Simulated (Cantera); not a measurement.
Feed: 1 mol SiF₄, 0.061 mol C₂H₄, a varied amount of H₂, equilibrated at 1152 °C and 0.133 bar.

These are equilibrium values from Cantera (NASA tables, ideal gas, pure condensed phases), not measurements of a reactor. Candidate condensed phases: C, C₆H₆, C₇H₈, C₈H₁₈, Si, SiC; 113 gas species. Equilibrium is a limit: real reactors are often held back by kinetics, nucleation or transport.

Task: Which condensed phases are stable at each of these points (n(H₂) (mol)): 91, 120, 150, 200, 260, 330, 430?

Result: 
```tsv
n(H₂) (mol)	condensed phases	Si condensed (%)
91	C(graphite) + SiC(s)	6.1
120	SiC(s)	7.2
150	SiC(s)	7.7
200	SiC(s)	8.2
260	SiC(s)	8.7
330	SiC(s)	9.0
430	SiC(s)	9.4
```

At 91 mol H₂ the condensed part is C(graphite) + SiC(s). From 120 mol H₂ to 430 mol H₂ the condensed part is SiC(s).
